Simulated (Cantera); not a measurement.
An isothermal, constant-pressure homogeneous reactor starts with 14.1 % CH4, 59.2 % H2O, 26.8 % H2, at 1350 K and 3.40 bar.

Computed with Cantera and GRI-Mech 3.0 (53 species, 325 reactions).

Predict: x(CH4) at 300 s; x(H2O) at 300 s; x(H2) at 300 s; x(C2H4) at 300 s.


```
Quantity                                            Result
----------------  ----------------------------------------
x(CH4) at 300 s     0.0984 (gas-phase equilibrium 1.73e-5)
x(H2O) at 300 s        0.513 (gas-phase equilibrium 0.327)
x(H2) at 300 s         0.357 (gas-phase equilibrium 0.563)
x(C2H4) at 300 s  0.00125 (gas-phase equilibrium 1.58e-11)
```
